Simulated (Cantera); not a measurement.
A closed system holds: 1 mol Fe, 15 mol CO, equilibrated at 1425 K and 1200000 Pa.

Equilibrium computed with Cantera from the NASA thermochemical tables; the gas is ideal and each condensed phase is pure. Candidate condensed phases: C, Fe, Fe(CO)₅, FeO, Fe₂O₃, Fe₃O₄; 15 gas species. Iron dissolves carbon and melts from about 1420 K in contact with it, which pure phases cannot show. Condensed phases not in the tables: cementite and carbon dissolved in iron. Equilibrium is a limit: real reactors are often held back by kinetics, nucleation or transport.

Base state: CO 0.984, CO₂ 0.0155 (mole fractions); condensed: C(graphite) + Fe(γ).

What changes in the equilibrium state with this change: temperature from 1425 K to 1475 K?


```json
[
 {"species": "CO", "before": "0.984", "after": "0.990"},
 {"species": "CO₂", "before": "0.0155", "after": "0.00978"},
 {"species": "C(graphite), mol", "before": "0.229", "after": "0.145"},
 {"species": "Fe(γ), mol", "before": "1.00", "after": "1.00"}
]
```

What changes in the equilibrium state with this change: temperature from 1425 K to 1150 K?


```json
[
 {"species": "CO", "before": "0.984", "after": "0.740"},
 {"species": "CO₂", "before": "0.0155", "after": "0.260"},
 {"species": "C(graphite), mol", "before": "0.229", "after": "3.88"},
 {"species": "Fe(γ), mol", "before": "1.00", "after": "0"},
 {"species": "FeO(s), mol", "before": "0", "after": "1.00"}
]
```
The tables' stoichiometric FeO is somewhat more stable than real wüstite, so its field is too wide. FeO: taken at fixed stoichiometry.

What changes in the equilibrium state with this change: temperature from 1425 K to 1523 K?


```json
[
 {"species": "CO", "before": "0.984", "after": "0.994"},
 {"species": "CO₂", "before": "0.0155", "after": "0.00644"},
 {"species": "C(graphite), mol", "before": "0.229", "after": "0.0959"},
 {"species": "Fe(γ), mol", "before": "1.00", "after": "1.00"}
]
```
